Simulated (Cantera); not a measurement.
A perfectly stirred reactor is fed with CH4 : N2 = 1 : 2.7 (molar parts), at 88000 Pa; it is held at 1325 K, and followed from long to short residence time.

Computed with Cantera and GRI-Mech 3.0 (53 species, 325 reactions). GRI-Mech 3.0 stops at C3 and has no aromatics, soot or wall deposition, so with more carbon than oxygen in the feed, carbon stays in small species such as C2H2 where larger ones or solid carbon would form.

### Question
What does this change do: CH4 1 to 4.5 parts?

### Answer
```
quantity                  before     after
----------------------  --------  --------
x(CH4) at τ = 22.0 s       0.205     0.426
x(C2H6) at τ = 22.0 s   0.000101  0.000246
x(C2H4) at τ = 22.0 s    0.00368    0.0166
x(H2) at τ = 22.0 s       0.0739     0.177
x(HCN) at τ = 22.0 s    8.81e-12  6.39e-12
x(CH4) at τ = 0.120 s      0.270     0.623
x(C2H6) at τ = 0.120 s  0.000130  0.000356
x(C2H4) at τ = 0.120 s   7.51e-5  0.000277
x(H2) at τ = 0.120 s    0.000314   0.00104
x(HCN) at τ = 0.120 s     <1e-12    <1e-12
```

### Question
What does this change do: pressure from 88000 Pa to 480 Pa?

### Answer
```csv
quantity,before,after
x(CH4) at τ = 22.0 s,0.205,0.265
x(C2H6) at τ = 22.0 s,0.000101,5.07e-5
x(C2H4) at τ = 22.0 s,0.00368,0.000914
x(H2) at τ = 22.0 s,0.0739,0.00545
x(HCN) at τ = 22.0 s,8.81e-12,1.46e-12
x(CH4) at τ = 0.120 s,0.270,0.270
x(C2H6) at τ = 0.120 s,0.000130,7.07e-9
x(C2H4) at τ = 0.120 s,7.51e-5,9.17e-9
x(H2) at τ = 0.120 s,0.000314,1.36e-6
x(HCN) at τ = 0.120 s,<1e-12,<1e-12
```
Radical loss at walls, strong at low pressure, is not modelled.
